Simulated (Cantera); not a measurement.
Cantera run, input and output.

```python
import numpy as np
import cantera as ct

gas = ct.Solution("gri30.yaml")
gas.TPX = 1373, 1333, {'H2': 0.17, 'O2': 0.75}
reactor = ct.IdealGasConstPressureReactor(gas, energy="off", clone=False)
net = ct.ReactorNet([reactor])
net.rtol, net.atol = 1e-08, 1e-18
show = ['H2', 'O2', 'H', 'HO2', 'O', 'H2O']
times = np.geomspace(3e-06, 200, 9)

steps = ct.SolutionArray(gas, extra=["t"])
rows = []
print(f"{'t/s':>10s}{'T/K':>9s}{'P/Pa':>11s}" + "".join(f"{s:>11s}" for s in show))
for t in times:
    while net.time < t:
        t_next = net.step()
        steps.append(gas.state, t=t_next)
    rows.append([np.interp(t, steps.t, y) for y in (steps.T, steps.P, *steps(*show).X.T)])
    print(f"{t:10.3e}{rows[-1][0]:9.1f}{rows[-1][1]:11.4g}" + "".join(f"{x:11.3e}" for x in rows[-1][2:]))
rate = np.gradient(steps.T, steps.t)
print("integrator steps:", len(steps.t))
if steps.T.max() > steps.T[0] + 200:
    print(f"time of steepest temperature rise: {steps.t[rate.argmax()]:.4e} s")
gas.TPX = 1373, 1333, {'H2': 0.17, 'O2': 0.75}
gas.equilibrate("TP")
print(f"equilibrium (TP): T = {gas.T:.1f} K  " + "  ".join(f"{s} {gas[s].X[0]:.3e}" for s in show))
```

Output:

```
       t/s      T/K       P/Pa         H2         O2          H        HO2          O        H2O
 3.000e-06   1373.0       1333  1.848e-01  8.152e-01  6.852e-09  7.216e-09  3.925e-10  2.851e-11
 2.852e-05   1373.0       1333  1.848e-01  8.152e-01  5.958e-08  6.856e-08  2.590e-08  1.685e-08
 2.711e-04   1373.0       1333  1.847e-01  8.152e-01  3.394e-05  6.836e-07  2.646e-05  5.980e-05
 2.577e-03   1373.0       1333  8.252e-03  7.015e-01  4.713e-02  5.522e-06  8.071e-02  1.471e-01
 2.449e-02   1373.0       1333  3.596e-03  7.606e-01  1.131e-02  5.473e-06  3.063e-02  1.834e-01
 2.328e-01   1373.0       1333  8.432e-05  7.951e-01  3.765e-05  7.227e-07  6.818e-04  2.025e-01
 2.213e+00   1373.0       1333  2.485e-06  7.963e-01  1.920e-07  7.575e-08  2.018e-05  2.034e-01
 2.104e+01   1373.0       1333  5.906e-07  7.963e-01  2.237e-08  9.495e-08  4.806e-06  2.035e-01
 2.000e+02   1373.0       1333  5.891e-07  7.963e-01  2.229e-08  9.503e-08  4.794e-06  2.035e-01
integrator steps: 1744
equilibrium (TP): T = 1373.0 K  H2 5.891e-07  O2 7.963e-01  H 2.229e-08  HO2 9.503e-08  O 4.794e-06  H2O 2.035e-01
```

Detailed kinetics in Cantera: GRI-Mech 3.0 (53 species, 325 reactions). Radical loss at walls, strong at low pressure, is not modelled. The temperature is held fixed by assumption; the heat of reaction is taken as removed at once.
